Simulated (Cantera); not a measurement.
**Ignition delay**

Mixture: CH4 : O2 : N2 = 1 : 1.54 : 5.78 (molar parts), equivalence ratio 1.3, at 750 Torr, adiabatic and at constant pressure. Ignition delay is the time to a rise of 400 K.

Cantera simulation using GRI-Mech 3.0 (53 species, 325 reactions); the numbers are that mechanism's predictions, not measurements.

```json
[
 {"T0 (K)": "1225", "delay (ms)": "37.1"},
 {"T0 (K)": "1300", "delay (ms)": "13.5"},
 {"T0 (K)": "1375", "delay (ms)": "5.29"},
 {"T0 (K)": "1450", "delay (ms)": "2.22"},
 {"T0 (K)": "1525", "delay (ms)": "1.01"}
]
```

* **apparent activation energy between 1375 and 1525 K**: 190 kJ/mol
